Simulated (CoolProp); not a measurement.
Aqueous magnesium chloride as a coolant, at -4 °C, 1 atm.

Model: Melinder's fits for secondary coolants, in CoolProp.

```
mass %  freezing point (°C)  Prandtl number  density (kg/m³)  conductivity (W/(m K))  viscosity (mPa s)
------  -------------------  --------------  ---------------  ----------------------  -----------------
9.1                    -7.1            20.8                ?                       ?               3.08
12.5                  -12.2            24.2                ?                   0.526               3.72
15.9                  -18.6            27.1             1144                   0.518               4.33
19.3                  -26.7            31.8             1177                   0.509               5.27
22.7                  -38.3            62.0             1214                   0.497               10.5
26.1                  -57.7             556             1261                       ?               93.9
29.5                  -92.9          139000             1324                   0.421              22100
```

Problem. What belongs in the gaps?

Solution. 
- 9.1, density (kg/m³): 1082
- 9.1, conductivity (W/(m K)): 0.535
- 12.5, density (kg/m³): 1113
- 26.1, conductivity (W/(m K)): 0.472
